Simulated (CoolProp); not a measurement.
Vapour-liquid equilibrium of R245fa (1) + isopentane (2) at 386.6 K; x and y are mole fractions of (1).

Values from CoolProp's multi-fluid Helmholtz-energy mixture model, Akasaka 2015 and Lemmon 2006; pair parameters Bell 2016.

| x | bubble pressure (MPa) | y at the bubble point | dew pressure at overall composition x (MPa) | liquid density (mol/L) |
|---|---|---|---|---|
| 0.05 | 1.097 | 0.141 | 1.002 | 7.025 |
| 0.15 | 1.337 | 0.323 | 1.107 | 6.971 |
| 0.25 | 1.524 | 0.437 | 1.232 | 6.916 |
| 0.35 | 1.664 | 0.517 | 1.380 | 6.866 |
| 0.45 | 1.766 | 0.580 | 1.547 | 6.835 |
| 0.55 | 1.837 | 0.635 | 1.719 | 6.839 |
| 0.65 | 1.880 | 0.688 | 1.852 | 6.897 |
| 0.75 | 1.894 | 0.747 | 1.893 | 7.028 |
| 0.85 | 1.868 | 0.819 | 1.845 | 7.241 |
| 0.95 | 1.775 | 0.923 | 1.746 | 7.532 |

y crosses x between x = 0.65 and 0.75: the model has an azeotrope there.

The pair parameters rest on a limited set of measurements; away from them the model extrapolates.
